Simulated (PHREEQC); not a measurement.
Copper plating or etch bath: speciation

A solution holds 190 mmol/kgw CuSO4, 7.9 mmol/kgw H2SO4 and 41 mmol/kgw H3BO3, at 20 °C. Closed to the air; pH follows from the charge balance.

All values are PHREEQC results (ion-association model, wateq4f.dat), not measurements.

Each row changes one thing in this solution. Precipitation was switched off in this run.

```
case                            pH  ionic strength (mol/kgw)  SO4-2 (mol/kgw)  HSO4- (mol/kgw)
----------------------------  ----  ------------------------  ---------------  ---------------
as made                       2.40                     0.375           0.0903           0.0107
0.081 mol/kgw NaHCO3 added    5.53                     0.424              ___          9.63e-6
temperature from 20 to 40 °C  2.52                     0.365              ___              ___
CuSO4 left out                1.95                    0.0173          0.00471          0.00319
0.0047 mol/kgw NaHCO3 added    ___                     0.377              ___          0.00754
H3BO3 left out                2.40                     0.375           0.0903           0.0107
```

Question: What belongs in the gaps?

Answer: 
- 0.081 mol/kgw NaHCO3 added, SO4-2 (mol/kgw): 0.115
- temperature from 20 to 40 °C, SO4-2 (mol/kgw): 0.0873
- temperature from 20 to 40 °C, HSO4- (mol/kgw): 0.0119
- 0.0047 mol/kgw NaHCO3 added, pH: 2.56
- 0.0047 mol/kgw NaHCO3 added, SO4-2 (mol/kgw): 0.0922

Complexes and solids missing from the database can't appear. Some of these states are supersaturated (in Malachite, Brochantite, for instance). Constants without temperature data keep their 25 °C values here.
